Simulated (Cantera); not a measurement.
# Equilibrium for sublimation and decomposition of ceramics: AlN + N₂

Input: 1 mol AlN, 0.059 mol N₂, equilibrated at 1948.15 K.

These are equilibrium values from Cantera (NASA tables, ideal gas, pure condensed phases), not measurements of a reactor. Candidate condensed phases: Al, AlN; 5 gas species. Equilibrium is a limit: real reactors are often held back by kinetics, nucleation or transport.

From 1.00e-5 bar to 0.000220 bar nothing is condensed. From 0.00100 bar to 10.0 bar the condensed part is AlN(s). The main Al-bearing gas is Al throughout.

```tsv
P (Pa)	log p N₂	log p Al	log p Al₂	log p N	n AlN(s)
1	-5.45	-5.19	-10.78	-12.10	0
4.60	-4.78	-4.53	-9.46	-11.77	0
22	-4.10	-3.85	-8.10	-11.43	0
100	-3.14	-3.56	-7.51	-10.95	0.972
460	-2.35	-3.95	-8.30	-10.55	0.999
2200	-1.66	-4.30	-8.99	-10.21	1.000
10000	-1.00	-4.63	-9.65	-9.88	1.000
46000	-0.34	-4.96	-10.31	-9.55	1.000
220000	0.34	-5.30	-10.99	-9.21	1.00
1000000	1.00	-5.63	<-11	-8.88	1.00
```
log p: log10 of the partial pressure in bar; n: condensed amount in mol.
